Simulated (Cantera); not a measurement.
Feed: 1 mol SiF4, 0.17 mol NH3, 0.97 mol H2, held at 1423 K and 1.00 bar.

Equilibrium computed with Cantera from the NASA thermochemical tables; the gas is ideal and each condensed phase is pure. Candidate condensed phases: Si, Si3N4; 37 gas species. The tables' values for SiF3, SiF2 are old estimates; treat these amounts as uncertain. Equilibrium is a limit: real reactors are often held back by kinetics, nucleation or transport.

Base state: H2 0.521, SiF4 0.422, N2 0.0367, HF 0.00974, SiHF3 0.00619, SiF3 0.00343, SiH2F2 4.20e-5, SiF2 1.82e-5 (mole fractions); condensed: gas only.

Problem. What changes in the equilibrium state with this change: 0.00077 mol O2 added?

Solution. 
```
species          before    after
--------------  -------  -------
H2                0.521    0.520
SiF4              0.422    0.423
N2               0.0367   0.0361
HF              0.00974   0.0126
SiHF3           0.00619  0.00478
H2O                   0  2.29e-5
SiH2F2          4.20e-5  2.50e-5
SiF2            1.82e-5  1.08e-5
SiF3            0.00343  0.00265
Si2N2O(s), mol        0  0.00149
```
Further candidate phases: H2O, SiO2, Si2N2O.

Problem. What changes in the equilibrium state with this change: temperature from 1423 K to 1598 K?

Solution. 
```csv
species,before,after
H2,0.521,0.511
SiF4,0.422,0.407
N2,0.0367,0.0365
HF,0.00974,0.0231
SiF3,0.00343,0.0139
SiF2,1.82e-5,0.000229
H,4.80e-6,3.80e-5
```
